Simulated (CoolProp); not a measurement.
Properties of R1336mzz(Z) along the isotherm 373.1 K (Tc = 444.5 K, pc = 29.04 bar, ω = 0.386).

Computed with CoolProp (reference Helmholtz-energy equation of state, McLinden 2020).

```json
[
 {"p (bar)": "10.4", "phase": "liquid", "Z": "0.04814", "speed of sound (m/s)": "369.0", "fugacity coefficient": "0.5765"},
 {"p (bar)": "20.7", "phase": "liquid", "Z": "0.09498", "speed of sound (m/s)": "384.4", "fugacity coefficient": "0.3037"},
 {"p (bar)": "31.1", "phase": "liquid", "Z": "(withheld)", "speed of sound (m/s)": "398.8", "fugacity coefficient": "(withheld)"},
 {"p (bar)": "41.5", "phase": "liquid", "Z": "0.1875", "speed of sound (m/s)": "412.3", "fugacity coefficient": "0.1665"},
 {"p (bar)": "51.9", "phase": "liquid", "Z": "0.2329", "speed of sound (m/s)": "424.9", "fugacity coefficient": "0.1396"},
 {"p (bar)": "62.2", "phase": "liquid", "Z": "(withheld)", "speed of sound (m/s)": "(withheld)", "fugacity coefficient": "0.1219"},
 {"p (bar)": "72.6", "phase": "liquid", "Z": "0.3219", "speed of sound (m/s)": "448.0", "fugacity coefficient": "0.1094"},
 {"p (bar)": "83", "phase": "liquid", "Z": "0.3659", "speed of sound (m/s)": "458.9", "fugacity coefficient": "0.1002"},
 {"p (bar)": "93.3", "phase": "liquid", "Z": "0.4092", "speed of sound (m/s)": "469.1", "fugacity coefficient": "0.09328"},
 {"p (bar)": "104", "phase": "liquid", "Z": "0.4537", "speed of sound (m/s)": "479.4", "fugacity coefficient": "0.08769"},
 {"p (bar)": "114", "phase": "liquid", "Z": "0.4951", "speed of sound (m/s)": "488.6", "fugacity coefficient": "0.08356"},
 {"p (bar)": "124", "phase": "liquid", "Z": "0.5361", "speed of sound (m/s)": "497.5", "fugacity coefficient": "0.08022"},
 {"p (bar)": "135", "phase": "liquid", "Z": "0.5810", "speed of sound (m/s)": "506.9", "fugacity coefficient": "0.07726"},
 {"p (bar)": "145", "phase": "liquid", "Z": "0.6215", "speed of sound (m/s)": "515.3", "fugacity coefficient": "0.07509"}
]
```

Q: Some entries are withheld; supply them.

A: 
- 31.1, Z: 0.1416
- 31.1, fugacity coefficient: 0.2120
- 62.2, Z: 0.2774
- 62.2, speed of sound (m/s): 436.7
